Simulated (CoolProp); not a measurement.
Saturated liquid density (kg/m³) of R115: the reference equation beside estimates from Tc = 80.0 °C, pc = 31.29 bar, ω = 0.248. Rackett uses Z = 0.29056 − 0.08775 ω.

Computed with CoolProp (reference Helmholtz-energy equation of state, Lemmon 2016).

| T (°C) | reference | Rackett | van der Waals | Redlich-Kwong | Soave-Redlich-Kwong | Peng-Robinson |
|---|---|---|---|---|---|---|
| -83.25 | 1693 | 1757 | 1056 | 1564 | 1601 | 1803 |
| -74.75 | 1666 | 1730 | 1041 | 1538 | 1577 | 1778 |
| -66.25 | 1638 | 1701 | 1024 | 1510 | 1553 | 1752 |
| -57.65 | 1609 | 1671 | 1008 | 1482 | 1527 | 1724 |
| -49.15 | 1581 | 1641 | 990.4 | 1452 | 1499 | 1694 |
| -40.65 | 1552 | 1611 | 972.5 | 1420 | 1470 | 1663 |
| -32.15 | 1522 | 1579 | 953.8 | 1387 | 1440 | 1629 |
| -23.65 | 1491 | 1546 | 934.3 | 1353 | 1407 | 1593 |
| -15.15 | 1459 | 1512 | 913.8 | 1316 | 1372 | 1555 |
| -6.65 | 1426 | 1476 | 892.3 | 1278 | 1335 | 1513 |

Absolute difference from the reference over all 10 rows, mean and median: Rackett 3.7 and 3.8 %, van der Waals 37.4 and 37.4 %, Redlich-Kwong 8.6 and 8.3 %, Soave-Redlich-Kwong 5.5 and 5.4 %, Peng-Robinson 6.8 and 6.9 %.
